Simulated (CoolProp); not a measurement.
Properties of hexamethyldisiloxane (MM) along the isotherm 620 K (Tc = 518.7 K, pc = 1931 kPa, ω = 0.418).

Values from CoolProp's reference Helmholtz-energy equation of state, Thol 2016.

| p (kPa) | phase | density (kg/m³) | isothermal compressibility (1/MPa) | expansivity (1/kK) | fugacity coefficient |
|---|---|---|---|---|---|
| 87.8 | gas | 2.789 | 11.49 | 1.667 | 0.9916 |
| 176 | gas | 5.640 | 5.781 | 1.724 | 0.9832 |
| 263 | gas | 8.501 | 3.903 | 1.782 | 0.9749 |
| 351 | gas | 11.45 | 2.951 | 1.843 | 0.9666 |
| 439 | gas | 14.45 | 2.381 | 1.907 | 0.9584 |
| 527 | gas | 17.50 | 2.002 | 1.973 | 0.9502 |
| 614 | gas | 20.58 | 1.734 | 2.042 | (withheld) |
| 702 | gas | 23.75 | 1.531 | 2.113 | (withheld) |
| 790 | gas | 26.98 | (withheld) | 2.188 | 0.9260 |
| 878 | gas | 30.27 | (withheld) | 2.266 | 0.9180 |
| 966 | gas | 33.62 | 1.145 | (withheld) | 0.9101 |

Problem. Complete the blanks.

Solution. 
- 614, fugacity coefficient: 0.9421
- 702, fugacity coefficient: 0.9340
- 790, isothermal compressibility (1/MPa): 1.373
- 878, isothermal compressibility (1/MPa): 1.248
- 966, expansivity (1/kK): 2.346
